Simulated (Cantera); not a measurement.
Input: 1 mol Ca(OH)2, 0.0082 mol C, 2 mol CO2, at 1 atm.

Method: chemical equilibrium by Gibbs-energy minimisation in Cantera with the NASA 1993 tables (ideal gas, pure condensed phases). Candidate condensed phases: C, C6H6, C7H8, C8H18, Ca, CaCO3, CaO, Ca(OH)2, H2O; 115 gas species. The numbers say what is thermodynamically allowed, not how fast it happens.

Task: At 1427 °C, list the 4 most abundant gas species with their mole fractions, and the condensed phases.

Result: CO2 0.663, H2O 0.332, CO 0.00494, H2 0.000723. Condensed: CaO(s).
